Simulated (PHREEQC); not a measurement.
Consider water at 65 °C with 0.85 mmol/kgw NaOH. Closed to the air; pH follows from the charge balance.

The numbers come from PHREEQC with the ion-association model, phreeqc.dat.

```
Property                        Result
--------------------  ----------------
pH                                9.81
ionic strength        0.000850 mol/kgw
specific conductance         422 µS/cm
total alkalinity          0.850 meq/kg
```

```json
[
 {"species": "OH-", "molality": "0.000850", "activity": "0.000820", "log γ": "-0.016"},
 {"species": "Na+", "molality": "0.000850", "activity": "0.000820", "log γ": "-0.015"}
]
```

This is a speciation only: nothing precipitates in the calculation. Species that the database lacks are ignored. Constants without temperature data keep their 25 °C values here.
